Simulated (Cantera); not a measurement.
Charge: 1 mol PbO, 0.29 mol H2, 0.0022 mol NH3, at 1500 Torr.

Equilibrium computed with Cantera from the NASA thermochemical tables; the gas is ideal and each condensed phase is pure. Candidate condensed phases: H2O, Pb, PbO, PbO2, Pb3O4; 27 gas species. Mutual solubility and eutectic melting of coexisting phases are not modelled. Kinetics and transport are ignored.

x: gas mole fraction; n: condensed amount in mol.

```
T (K)  x H2O     x N2      x H2        x Pb  n Pb(s)  n PbO(red)  n Pb(l)  n PbO(yellow)
-----  -----  -------  --------  ----------  -------  ----------  -------  -------------
550    0.996  0.00374   1.11e-5      <1e-12    0.293       0.707        0              0
625    0.996  0.00374   2.21e-5  (withheld)        0       0.707    0.293              0
700    0.996  0.00374   3.62e-5  (withheld)        0       0.707    0.293              0
775    0.996  0.00374   5.53e-5  (withheld)        0           0    0.293          0.707
850    0.996  0.00374   7.99e-5  (withheld)        0           0    0.293          0.707
925    0.996  0.00374  0.000110  (withheld)        0           0    0.293          0.707
1000   0.996  0.00374  0.000147  (withheld)        0           0    0.293          0.707
1075   0.996  0.00374  0.000190  (withheld)        0           0    0.293          0.707
```

Question: Fill in the missing entries.

Answer: 
- 625, x Pb: 1.17e-11
- 700, x Pb: 5.57e-10
- 775, x Pb: 1.24e-8
- 850, x Pb: 1.59e-7
- 925, x Pb: 1.34e-6
- 1000, x Pb: 8.10e-6
- 1075, x Pb: 3.80e-5
